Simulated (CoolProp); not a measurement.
R1123 at several states: Z from the reference equation and from simpler models built on Tc = 331.7 K, pc = 4.549 MPa, ω = 0.243; each cubic takes its own stable root.

Values from CoolProp's reference Helmholtz-energy equation of state, Akasaka 2020.

```tsv
T (K)	p (MPa)	phase	reference	van der Waals	Redlich-Kwong	Soave-Redlich-Kwong	Peng-Robinson
393.8	0.0507	gas	0.9979	0.9978	0.9977	0.9979	0.9976
451.4	1.76	gas	0.9563	0.9458	0.9479	0.9595	0.9497
229.9	1.11	liquid	0.03694	0.06117	0.04208	0.04057	0.03586
```
